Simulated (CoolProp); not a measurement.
Nitrous oxide along the isotherm -67.95 °C: density (kg/m³) from the reference equation and from simpler models built on Tc = 36.4 °C, pc = 72.45 bar, ω = 0.161; each cubic takes its own stable root.

Model: reference Helmholtz-energy equation of state, Lemmon 2006, in CoolProp. It is a short technical equation, of lower accuracy than the large ones.

```
p (bar)   phase  reference
-------  ------  ---------
10.9     liquid       1170
21.7     liquid       1172
32.6     liquid       1174
43.5     liquid       1176
54.3     liquid       1177
65.2     liquid       1179
76.1     liquid       1181
86.9     liquid       1183
97.8     liquid       1185
109      liquid       1187
```

Q: How far does each simpler model (van der Waals, Redlich-Kwong, Soave-Redlich-Kwong, Peng-Robinson) lie from the reference over these 10 states: mean and median of the absolute difference, and the worst?

A: 
- van der Waals: mean 42.7 %, median 36.7 %, worst -97.2 % at -67.95 °C and 10.9 bar
- Redlich-Kwong: mean 8.5 %, median 8.4 %, worst -8.9 % at -67.95 °C and 10.9 bar
- Soave-Redlich-Kwong: mean 6.8 %, median 6.8 %, worst -7.1 % at -67.95 °C and 10.9 bar
- Peng-Robinson: mean 5.2 %, median 5.3 %, worst +5.3 % at -67.95 °C and 109 bar

At some of these states van der Waals gives the other phase, because its saturation line lies elsewhere.
